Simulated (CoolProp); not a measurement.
Propylene at 298.15 K and 0.524 MPa flows at 13 m/s in a round tube of 6 mm bore and 45 µm roughness, fully developed (64/Re and Nu = 3.66 if laminar; Colebrook and Gnielinski if turbulent). Each further row changes one setting.

Computed with CoolProp (reference Helmholtz-energy equation of state, Lemmon 2013).

```json
[
 {"case": "as stated", "Reynolds number": "87700", "Darcy friction factor": "[?]", "pressure drop (Pa/m)": "[?]", "heat-transfer coefficient (W/(m² K))": "[?]", "mass flow (kg/h)": "[?]"},
 {"case": "velocity 26 m/s", "Reynolds number": "175000", "Darcy friction factor": "0.0349", "pressure drop (Pa/m)": "[?]", "heat-transfer coefficient (W/(m² K))": "[?]", "mass flow (kg/h)": "25.6"},
 {"case": "diameter 12 mm", "Reynolds number": "175000", "Darcy friction factor": "0.0285", "pressure drop (Pa/m)": "[?]", "heat-transfer coefficient (W/(m² K))": "817", "mass flow (kg/h)": "[?]"}
]
```

Task: Complete the blanks.

Result: 
- as stated, Darcy friction factor: 0.0353
- as stated, pressure drop (Pa/m): 4800
- as stated, heat-transfer coefficient (W/(m² K)): 1020
- as stated, mass flow (kg/h): 12.8
- velocity 26 m/s, pressure drop (Pa/m): 19000
- velocity 26 m/s, heat-transfer coefficient (W/(m² K)): 2020
- diameter 12 mm, pressure drop (Pa/m): 1940
- diameter 12 mm, mass flow (kg/h): 51.1

Viscosity comes from a separate model (Huber 2003), an estimate that may be off by 10 % or more. Thermal conductivity comes from a separate model (Huber 2003), an estimate that may be off by 10 % or more.
